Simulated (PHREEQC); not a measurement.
A made-up water analysis in mg/L, 25 °C, pH 6.17, pe 12.1:

```
constituent             mg/L
------------------  --------
Na                    0.0488
K                     0.0225
Ca                    0.0584
Mg                    0.0113
Cl                    0.0254
S(6) as SO4            0.197
Alkalinity as HCO3    0.0967
Si as SiO2           0.00666
Ni                   0.00321
Cu(2)                0.00156
B                   2.64e-05
Br                  0.000808
```

Cl is adjusted to close the charge balance.
Valence states are taken as typed.

Model: ion-association model, wateq4f.dat, run in PHREEQC.

Each row changes one thing in this solution. Precipitation was switched off in this run.

| case | CO2 (mol/kgw) | HCO3- (mol/kgw) | Cu+2 (mol/kgw) | Cu(OH)2 (mol/kgw) | CaSO4 (mol/kgw) | CuOH+ (mol/kgw) | SI of Tenorite (CuO) | SI of Quartz (SiO2) |
|---|---|---|---|---|---|---|---|---|
| as made | 3.40e-6 | 2.25e-6 | 2.31e-8 | 1.04e-9 | 5.77e-10 | 3.38e-10 | -2.92 | -2.97 |
| all concentrations times 4 at the same typed pH | [?] | [?] | 9.21e-8 | 4.08e-9 | [?] | 1.33e-9 | -2.33 | -2.37 |
| Ni from 0.00321 to 0.00642 mg/L | 3.40e-6 | 2.25e-6 | 2.31e-8 | 1.04e-9 | 5.77e-10 | 3.38e-10 | -2.92 | -2.97 |
| temperature from 25 to 35 °C at the same typed pH | 3.07e-6 | 2.23e-6 | 2.31e-8 | 1.04e-9 | 6.31e-10 | 3.38e-10 | [?] | -3.12 |

Q: Fill in the missing entries.

A: 
- all concentrations times 4 at the same typed pH, CO2 (mol/kgw): 1.06e-5
- all concentrations times 4 at the same typed pH, HCO3- (mol/kgw): 6.99e-6
- all concentrations times 4 at the same typed pH, CaSO4 (mol/kgw): 8.96e-9
- temperature from 25 to 35 °C at the same typed pH, SI of Tenorite (CuO): -2.56

Species that the database lacks are ignored.
